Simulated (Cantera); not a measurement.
A closed system holds: 1 mol SiH2Cl2, 0.12 mol C2H4, 190 mol H2, at 9600 Pa.

Cantera equilibrium calculation (NASA polynomials, part measured and part estimated; ideal gas, pure solids and liquids). Candidate condensed phases: C, C6H6, C7H8, C8H18, Si, SiC; 109 gas species. Mutual solubility and eutectic melting of coexisting phases are not modelled. Gases not in the tables: Si2H6 and higher silanes. Rates play no part.

Q: What share of the Si ends up in condensed phases as a function of T (K), at 1098, 1198, 1298, 1398, 1498, 1598, 1698, 1798, 1898, 1998?

A: 
| T (K) | Si condensed (%) | as |
|---|---|---|
| 1098 | 88.8 | Si(s) + SiC(s) |
| 1198 | 93.9 | Si(s) + SiC(s) |
| 1298 | 94.5 | Si(s) + SiC(s) |
| 1398 | 94.3 | Si(s) + SiC(s) |
| 1498 | 93.9 | Si(s) + SiC(s) |
| 1598 | 93.5 | Si(s) + SiC(s) |
| 1698 | 92.9 | Si(l) + SiC(s) |
| 1798 | 92.6 | Si(l) + SiC(s) |
| 1898 | 90.2 | Si(l) + SiC(s) |
| 1998 | 81.6 | Si(l) + SiC(s) |
